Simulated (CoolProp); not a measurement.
Values from CoolProp's reference Helmholtz-energy equation of state, Lemmon 2006. It is a short technical equation, of lower accuracy than the large ones.

For carbonyl sulfide, give the phase and the cp (kJ/(kg K)) at 365.4 K and 1.01 bar; 577.6 K and 1.01 bar; 620 K and 1.01 bar.


- 365.4 K and 1.01 bar: gas; cp 0.747
- 577.6 K and 1.01 bar: gas; cp 0.846
- 620 K and 1.01 bar: gas; cp 0.861
